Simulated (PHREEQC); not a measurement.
Dissolve 0.0063 mol/kgw H2SO4, 0.0004 mol/kgw CuSO4 and 0.0005 mol/kgw MnSO4 at 85 °C. Closed to the air; pH follows from the charge balance.

Model: ion-association model, wateq4f.dat, run in PHREEQC.

Precipitation was switched off in this run.

### Question
Order these S species by the share of S that they hold, largest first: MnSO4, CuSO4, HSO4-, SO4-2.

### Answer
HSO4- (67 %), SO4-2 (30 %), MnSO4 (1.9 %), CuSO4 (1.1 %)

The pH is 2.16 and the ionic strength 0.0120 mol/kgw. At this temperature some constants are extrapolated from 25 °C, and those without enthalpy data are left unchanged.
